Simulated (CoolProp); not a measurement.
Computed with CoolProp (reference Helmholtz-energy equation of state, Tillner-Roth 1994).

Problem. Give the vapour pressure (MPa), vapour Z, liquid viscosity (µPa s) of saturated R134a at 287.2, 296, 304.8 K.

Solution. 
| T (K) | p (MPa) | vapour Z | liquid viscosity (µPa s) |
|---|---|---|---|
| 287.2 | 0.474 | 0.878 | 223 |
| 296 | 0.624 | 0.853 | 200 |
| 304.8 | 0.807 | 0.825 | 179 |

Viscosity comes from a separate model (Huber 2003), an estimate that may be off by 10 % or more.
